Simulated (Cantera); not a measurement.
Input: 1 mol CF4, 2.6 mol F2, 0.46 mol H2, equilibrated at 1500 Pa.

Equilibrium computed with Cantera from the NASA thermochemical tables; the gas is ideal and each condensed phase is pure. Candidate condensed phases: C, C6H6, C7H8, C8H18; 95 gas species. Kinetics and transport are ignored. All values below are at 3148 K.

Base state: F 0.813, HF 0.0956, CF 0.0574, CF2 0.0136, C3 0.00885, C 0.00589, H 0.00372, C2 0.00203 (mole fractions); condensed: gas only.

Question: What changes in the equilibrium state with this change: CF4 replaced by CH2F2?

Answer: 
```tsv
species	before	after
F	0.813	0.526
HF	0.0956	0.364
CF	0.0574	0.0487
H	0.00372	0.0219
C3	0.00885	0.0200
CF2	0.0136	0.00748
H2	3.49e-6	0.000122
C2H	1.52e-5	0.000155
C2HF	1.77e-6	1.16e-5
C5	5.17e-5	0.000201
```

Question: What changes in the equilibrium state with this change: pressure from 1500 Pa to 10000 Pa?

Answer: 
```tsv
species	before	after
F	0.813	0.779
HF	0.0956	0.106
CF2	0.0136	0.0676
CF	0.0574	0.0446
CF4	3.35e-7	6.78e-5
CF3	1.25e-5	0.000397
C5	5.17e-5	2.70e-6
```
